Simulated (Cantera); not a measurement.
Cantera run:

```python
import numpy as np
import cantera as ct

gas_names = """
    H HO2 H2 H2O H2O2 O OH O2 O3 Si SiH SiH2 SiH3 SiH4 SiO SiO2 Si2 Si3
""".split()
cond_names = """
    H2O(s) H2O(L) Si(cr) Si(L) SiO2(Lqz) SiO2(hqz) SiO2(L)
""".split()


# ... load() reads the species with a 1 bar reference pressure and builds the phases ...
atoms = {
    'Si': {'Si': 1},
    'H2O': {'H': 2, 'O': 1},
    'O2': {'O': 2},
}
top_T = {}  # K; cautious upper limits of use, not melting points


# ... equilibrate(T, P, feed) seeds the gas with the atoms and calls Mixture.equilibrate('TP', solver="vcs", rtol=1e-11, max_steps=5000) ...
results = []
feed = {'Si': 1, 'H2O': 1.1, 'O2': 0.81}  # mol
P = 150000  # Pa
for T in [800, 850, 900, 950, 1000, 1050, 1100, 1150, 1200, 1250, 1300, 1350, 1400, 1450]:
    mix = equilibrate(T, P, feed)
    results.append((T, P, feed, dict(zip(mix.species_names, mix.species_moles))))

top = {s: max(r[3][s] / sum(r[3][g] for g in gas_names) for r in results) for s in gas_names}
cols = sorted((s for s in top if top[s] > 0.0001), key=lambda s: -top[s])[:9]
seen = [c for c in cond_names if any(r[3].get(c, 0) > 1e-12 for r in results)]
print("log10 of partial pressures in bar; condensed amounts in mol")
print(f"{'T/K':>10s}" + "".join(f"{s[:9]:>10s}" for s in cols + seen))
for T, P, feed, n in results:
    ng = sum(n[g] for g in gas_names)
    print(f"{T:10.4g}" + "".join(f"{np.log10(max(n[s] / ng * P / 1e5, 1e-99)):10.3f}" for s in cols)
          + "".join(f"{n.get(c, 0):10.4g}" for c in seen))
```

Output:

```
log10 of partial pressures in bar; condensed amounts in mol
       T/K       H2O        H2 SiO2(Lqz) SiO2(hqz)
       800    -0.008    -0.286         1         0
       850    -0.008    -0.286         0         1
       900    -0.008    -0.286         0         1
       950    -0.008    -0.286         0         1
      1000    -0.008    -0.286         0         1
      1050    -0.008    -0.286         0         1
      1100    -0.008    -0.286         0         1
      1150    -0.008    -0.286         0         1
      1200    -0.008    -0.286         0         1
      1250    -0.008    -0.286         0         1
      1300    -0.008    -0.286         0         1
      1350    -0.008    -0.286         0         1
      1400    -0.008    -0.286         0         1
      1450    -0.008    -0.286         0         1
```

Equilibrium computed with Cantera from the NASA thermochemical tables; the gas is ideal and each condensed phase is pure. The tables hold silica as quartz up to 1696 K and as liquid above; real silica turns to tridymite and cristobalite and melts near 1996 K. Gases not in the tables: Si(OH)4.
